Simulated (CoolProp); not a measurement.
Vapour pressure (kPa) of n-butane: the reference equation beside estimates from Tc = 425.1 K, pc = 3796 kPa, ω = 0.201. Clausius-Clapeyron is anchored at 213.6 K with a constant enthalpy of vaporisation of 25.19 kJ/mol.

Computed with CoolProp (reference Helmholtz-energy equation of state, Bücker 2006).

```csv
T (K),reference,Clausius-Clapeyron,van der Waals,Redlich-Kwong,Soave-Redlich-Kwong
195.9,1.399,1.434,59.41,2.564,1.331
199.5,1.865,1.895,67.78,3.401,1.777
203,2.439,2.463,76.72,4.423,2.328
206.6,3.178,3.194,86.78,5.727,3.040
210.1,4.071,4.078,97.44,7.283,3.902
213.6,5.165,5.165,109.0,9.169,4.960
217.2,6.538,6.534,121.9,11.51,6.291
220.7,8.151,8.152,135.5,14.22,7.859
224.2,10.08,10.10,150.0,17.43,9.740
227.8,12.45,12.51,166.2,21.30,12.05
231.3,15.17,15.29,183.0,25.70,14.71
```

Absolute difference from the reference over all 11 rows, mean and median: Clausius-Clapeyron 0.7 and 0.5 %, van der Waals 2247.0 and 2010.4 %, Redlich-Kwong 77.0 and 77.5 %, Soave-Redlich-Kwong 4.0 and 4.0 %.
